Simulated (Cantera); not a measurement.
A perfectly stirred reactor is fed with CH4 : H2 : O2 : N2 = 1 : 0.024 : 1.26 : 4.74 (molar parts), equivalence ratio 1.6, at 10.0 bar; it is adiabatic with a 325 K inlet, and is followed from long to short residence time, starting on the burning branch (τ in s: 0.29, 0.13, 0.056, 0.025, 0.011, 0.0049, 0.0021, 0.00095, 0.00042, 0.00019, 8.2e-05, 3.6e-05, 1.6e-05).

Model: GRI-Mech 3.0 (53 species, 325 reactions), integrated in Cantera.

x: mole fraction; the columns are a selection and need not sum to one.

| τ (s) | T (K) | x CH4 | x H2 | x O2 | x NO | x N2O | x CH2O | x HCO |
|---|---|---|---|---|---|---|---|---|
| 0.29 | 1873 | 0.00288 | 0.0917 | 6.04e-5 | 1.21e-6 | 3.20e-10 | 1.24e-6 | 2.93e-8 |
| 0.13 | 1880 | 0.00414 | 0.0865 | 0.000126 | 1.24e-6 | 5.42e-10 | 2.19e-6 | 3.08e-8 |
| 0.056 | 1889 | 0.00570 | 0.0800 | 0.000267 | 1.26e-6 | 9.99e-10 | 4.00e-6 | ? |
| 0.025 | 1897 | 0.00739 | 0.0732 | 0.000544 | 1.23e-6 | 1.86e-9 | 7.19e-6 | ? |
| 0.011 | 1902 | 0.00929 | 0.0662 | 0.00111 | 1.13e-6 | 3.60e-9 | 1.32e-5 | ? |
| 0.0049 | 1901 | 0.0114 | 0.0598 | 0.00221 | 9.45e-7 | 7.10e-9 | 2.43e-5 | ? |
| 0.0021 | 1887 | 0.0140 | 0.0538 | 0.00457 | 6.72e-7 | 1.52e-8 | 4.77e-5 | ? |
| 0.00095 | 1845 | 0.0176 | 0.0487 | 0.00955 | 3.69e-7 | 3.46e-8 | 0.000100 | ? |
| 0.00042 | 325 | 0.142 | 0.00342 | 0.179 | <1e-12 | <1e-12 | <1e-12 | <1e-12 |
| 0.00019 | 325 | 0.142 | 0.00342 | 0.179 | <1e-12 | <1e-12 | <1e-12 | <1e-12 |
| 8.2e-5 | 325 | 0.142 | 0.00342 | 0.179 | <1e-12 | <1e-12 | <1e-12 | <1e-12 |
| 3.6e-5 | 325 | 0.142 | 0.00342 | 0.179 | <1e-12 | <1e-12 | <1e-12 | <1e-12 |
| 1.6e-5 | 325 | 0.142 | 0.00342 | 0.179 | <1e-12 | <1e-12 | <1e-12 | <1e-12 |

Q: Complete the blanks.

A: 
- 0.056, x HCO: 3.37e-8
- 0.025, x HCO: 3.97e-8
- 0.011, x HCO: 5.29e-8
- 0.0049, x HCO: 8.11e-8
- 0.0021, x HCO: 1.47e-7
- 0.00095, x HCO: 2.96e-7
